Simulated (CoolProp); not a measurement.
Vapour-liquid equilibrium of R152A (1) + R113 (2) at 301.1 K; x and y are mole fractions of (1).

Values from CoolProp's multi-fluid Helmholtz-energy mixture model, Outcalt 1996 and Marx 1992; pair parameters Bell 2016.

```csv
x,"bubble pressure, mixture model (MPa)","bubble pressure, Raoult's law (MPa)","y, mixture model","y, Raoult's law"
0.05,0.1089,0.08028,0.548,0.405
0.15,0.2114,0.1403,0.779,0.695
0.25,0.2942,0.2003,0.851,0.812
0.35,0.3596,0.2603,0.886,0.874
0.45,0.4117,0.3203,0.907,0.914
0.55,0.4550,0.3803,0.923,0.941
0.65,0.4942,0.4403,0.937,0.960
0.75,0.5330,0.5003,0.951,0.975
0.85,0.5750,0.5603,0.967,0.987
0.95,0.6232,0.6203,0.987,0.996
```

The largest gap from Raoult's law is +50.7 % in bubble pressure, at x = 0.15. No azeotrope shows between x = 0.05 and 0.95.

Pair parameters are fitted to limited data, so mixtures are less certain than the pure fluids. With so large a gap from Raoult's law the liquid may split in two, which this calculation doesn't test in full.
